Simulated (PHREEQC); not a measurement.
Dissolve 0.0019 mol/kgw HF, 0.017 mol/kgw NH4HF2, 0.0052 mol/kgw H2SiF6 and 3.7e-05 mol/kgw H2SO4 at 25 °C. Closed to the air; pH follows from the charge balance.

The numbers come from PHREEQC with the ion-association model, phreeqc.dat.

| quantity | before | after |
|---|---|---|
| pH | 2.62 | 2.87 |
| F- (mol/kgw) | 0.00842 | 0.00723 |
| HF2- (mol/kgw) | 0.000834 | 0.000857 |
| SO4-2 (mol/kgw) | 2.91e-5 | 2.76e-5 |
| SI of Quartz (SiO2) | -5.41 | -3.12 |

### Question
What was changed between the two runs?
(A) temperature from 25 to 65 °C
(B) diluted 10-fold with water
(C) H2SO4 from 3.7e-05 to 4.07e-05 mol/kgw
(D) H2SiF6 from 0.0052 to 0.026 mol/kgw
(E) HF from 0.0019 to 0.0095 mol/kgw

### Answer
A, temperature from 25 to 65 °C

No solid was allowed to form. Away from 25 °C the constants follow the database's enthalpies or fits; those with neither stay at their 25 °C values. SiF6-2 is the database's only silicon fluoride.
